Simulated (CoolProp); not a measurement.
Model: reference Helmholtz-energy equation of state, Lemmon 2006, in CoolProp. It is a short technical equation, of lower accuracy than the large ones.

Problem. For C3F8 (R218), give the phase and the density (kg/m³), cv (kJ/(kg K)), speed of sound (m/s), conductivity (mW/(m K)) at 212.9 K and 3470 kPa.

Solution. 
- 212.9 K and 3470 kPa: liquid; density 1710, cv 0.645, speed of sound 663, conductivity 69.6

Thermal conductivity comes from a separate model (Huber 2003), an estimate that may be off by 10 % or more.
